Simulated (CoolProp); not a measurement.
A single-stage vapour-compression cycle with R123: evaporating at 283.15 K (dew point), condensing at 308.15 K (bubble point), superheat 10 K, subcooling 8 K, compressor efficiency 0.75, no pressure losses. Each further row changes one setting.

Computed with CoolProp (reference Helmholtz-energy equation of state, Younglove 1994). It is a modified Benedict-Webb-Rubin equation, recast in Helmholtz form.

| case | cooling COP | pressure ratio | discharge temperature (K) | refrigerating effect (kJ/kg) | volumetric capacity (kJ/m³) |
|---|---|---|---|---|---|
| as stated | 8.23 | 2.58 | 324.7 | 167 | 542 |
| evaporating temperature 288.15 K | 10.6 | 2.10 | 323.1 | 170 | 670 |
| condensing temperature 303.15 K | 10.5 | 2.17 | 318.8 | 172 | 559 |
| subcooling 13 K | 8.48 | 2.58 | 324.7 | 172 | 559 |
| superheat 20 K | 8.26 | 2.58 | 335.1 | 174 | 545 |
| compressor efficiency 0.65 | 7.13 | 2.58 | 329.0 | 167 | 542 |
